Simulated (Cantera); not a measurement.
Equilibrium for silicon etching in halogen gases: Si + HF + H₂

Charge: 1 mol Si, 14 mol HF, 7 mol H₂, held at 1550 K.

Equilibrium computed with Cantera from the NASA thermochemical tables; the gas is ideal and each condensed phase is pure. Candidate condensed phases: Si; 25 gas species. The tables' values for SiF₃, SiF₂ are old estimates; treat these amounts as uncertain. Kinetics and transport are ignored.

| P (Pa) | log p HF | log p H₂ | log p SiF₄ | log p SiF₃ | log p H | log p SiF₂ |
|---|---|---|---|---|---|---|
| 1 | -5.29 | -5.36 | -6.41 | -7.01 | -7.18 | -7.89 |
| 10 | -4.30 | -4.35 | -5.34 | -6.43 | -6.68 | -7.79 |
| 100 | -3.30 | -3.35 | -4.31 | -5.90 | -6.18 | -7.76 |
| 1000 | -2.30 | -2.35 | -3.31 | -5.39 | -5.68 | -7.75 |
| 10000 | -1.30 | -1.35 | -2.30 | -4.89 | -5.18 | -7.75 |
| 100000 | -0.30 | -0.35 | -1.30 | -4.38 | -4.68 | -7.75 |
log p: log10 of the partial pressure in bar; nothing condenses.

From 1.00 Pa to 1.00 bar nothing is condensed. The main Si-bearing gas is SiF₄ throughout.
